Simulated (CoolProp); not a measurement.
1-butene along the isotherm 445.2 K: fugacity coefficient from the reference equation and from simpler models built on Tc = 419.3 K, pc = 4.006 MPa, ω = 0.192; each cubic takes its own stable root.

The numbers come from the reference Helmholtz-energy equation of state, Lemmon 2005 in CoolProp. It is a short technical equation, of lower accuracy than the large ones.

```tsv
p (MPa)	phase	reference
1.54	gas	0.8923
3.08	gas	0.7879
4.62	supercritical	0.6848
6.16	supercritical	0.5818
7.7	supercritical	0.5013
9.24	supercritical	0.4456
10.8	supercritical	0.4053
12.3	supercritical	0.3765
13.9	supercritical	0.3532
15.4	supercritical	0.3362
16.9	supercritical	0.3227
18.5	supercritical	0.3113
20	supercritical	0.3027
```

Task: How far does each simpler model (van der Waals, Redlich-Kwong, Soave-Redlich-Kwong) lie from the reference over these 13 states: mean and median of the absolute difference, and the worst?

Result: 
- van der Waals: mean 8.9 %, median 8.0 %, worst +20.0 % at 445.2 K and 20 MPa
- Redlich-Kwong: mean 2.6 %, median 2.8 %, worst +5.7 % at 445.2 K and 20 MPa
- Soave-Redlich-Kwong: mean 5.4 %, median 6.0 %, worst +9.5 % at 445.2 K and 20 MPa
